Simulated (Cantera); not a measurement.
An isothermal, constant-pressure homogeneous reactor starts with 67.6 % NH3, 32.4 % N2, at 2198 K and 1800 Pa.

Detailed kinetics in Cantera: the gas-phase N/H chemistry of the illustrative SiF4/NH3 mechanism in the Surface Chemkin manual (1991). Walls and surfaces, which speed up NH3 decomposition in real reactors, are not modelled.

x: mole fraction; the columns are a selection and need not sum to one.

| t (s) | x NH3 | x NH | x NH2 | x N2H4 | x H | x H2 |
|---|---|---|---|---|---|---|
| 1.00e-5 | 0.676 | 4.96e-10 | 1.60e-5 | <1e-12 | 2.24e-6 | 6.90e-6 |
| 4.64e-5 | 0.676 | 1.69e-8 | 8.25e-5 | 1.24e-11 | 2.28e-6 | 4.02e-5 |
| 0.000215 | 0.675 | 6.12e-7 | 0.000390 | 2.92e-10 | 2.34e-6 | 0.000196 |
| 0.00100 | 0.673 | 1.20e-5 | 0.00173 | 5.79e-9 | 4.38e-6 | 0.00111 |
| 0.00464 | 0.658 | ___ | ___ | ___ | ___ | ___ |
| 0.0215 | 0.586 | 5.41e-5 | 0.00288 | 1.61e-8 | 0.000131 | 0.0778 |
| 0.100 | 0.359 | 5.87e-5 | 0.00182 | 6.47e-9 | 0.000468 | 0.281 |
| 0.464 | ___ | ___ | ___ | 5.48e-10 | ___ | 0.546 |
| 2.15 | 2.43e-5 | 1.26e-6 | 1.95e-6 | <1e-12 | 0.0154 | 0.592 |
| 10.0 | 1.10e-7 | 2.57e-8 | 1.87e-8 | <1e-12 | 0.0318 | 0.579 |

Complete the blanks.


- 0.00464, x NH: 3.98e-5
- 0.00464, x NH2: 0.00353
- 0.00464, x N2H4: 2.42e-8
- 0.00464, x H: 3.09e-5
- 0.00464, x H2: 0.0131
- 0.464, x NH3: 0.0643
- 0.464, x NH: 3.39e-5
- 0.464, x NH2: 0.000531
- 0.464, x H: 0.00146
